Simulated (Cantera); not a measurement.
Mixture: C₂H₄ : O₂ : N₂ : CO₂ = 1 : 2.31 : 8.68 : 1.7 (molar parts), equivalence ratio 1.3, at 5.43 atm, adiabatic and at constant pressure. Ignition delay is the time to a rise of 400 K.

Model: GRI-Mech 3.0 (53 species, 325 reactions), integrated in Cantera. GRI-Mech 3.0 was tuned for natural gas; its chemistry of ethylene as a main component is partial and can be far from experiment.

**Question.** Predict: delay at 1225 K; delay at 1275 K; delay at 1325 K; delay at 1375 K; delay at 1425 K; delay at 1475 K; delay at 1525 K; apparent activation energy between 1425 and 1525 K.

**Answer.** 
```json
{
  "delay at 1225 K": "0.513 ms",
  "delay at 1275 K": "0.160 ms",
  "delay at 1325 K": "56.0 µs",
  "delay at 1375 K": "24.9 µs",
  "delay at 1425 K": "14.4 µs",
  "delay at 1475 K": "9.72 µs",
  "delay at 1525 K": "7.16 µs",
  "apparent activation energy between 1425 and 1525 K": "130 kJ/mol"
}
```
